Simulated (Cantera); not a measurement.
## B2H6 + NH3 + N2 (boron, boron nitride and boron oxide)

Input: 1 mol B2H6, 2.4 mol NH3, 89 mol N2, equilibrated at 2127 °C and 0.100 bar.

Equilibrium computed with Cantera from the NASA thermochemical tables; the gas is ideal and each condensed phase is pure. Candidate condensed phases: B, BN; 15 gas species. The feed counts by its element totals alone. The tables' values for BH2 are old estimates; treat these amounts as uncertain. The numbers say what is thermodynamically allowed, not how fast it happens.

| Property | Value |
|---|---|
| x(N2) | 0.925 |
| x(H2) | 0.0621 |
| x(H) | 0.0125 |
| x(B) | 0.000144 |
| x(BH2) | 8.34e-5 |
| x(BN) | 2.00e-5 |
| x(BH) | 7.62e-6 |
| n(BN(s)) | 1.98 mol |
| gas amount | 96.43 mol |
| log10 activity of B(l) (absent) | -0.35 |
